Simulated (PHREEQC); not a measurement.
Dissolve 0.0058 mol NaF and 0.00052 mol NaCl per kg of water at 77 °C. Closed to the air; pH follows from the charge balance.

All values are PHREEQC results (ion-association model, wateq4f.dat), not measurements.

```tsv
quantity	before	after
pH	7.00	4.04
ionic strength (mol/kgw)	0.00630	0.00641
NaF (mol/kgw)	1.74e-5	1.28e-5
HF (mol/kgw)	2.19e-6	0.00147
HF2- (mol/kgw)	5.47e-8	2.71e-5
SI of Halite (NaCl)	-7.25	-7.25
```

Problem. What was changed between the two runs?
(A) NaCl from 0.00052 to 0.0052 mol/kgw
(B) 0.0016 mol/kgw HBr added
(C) NaF replaced by (CH3)4NF at the same molality
(D) NaCl from 0.00052 to 0.00026 mol/kgw
(E) diluted 100-fold with water

Solution. B, 0.0016 mol/kgw HBr added

This is a speciation only: nothing precipitates in the calculation. Constants without temperature data keep their 25 °C values here.
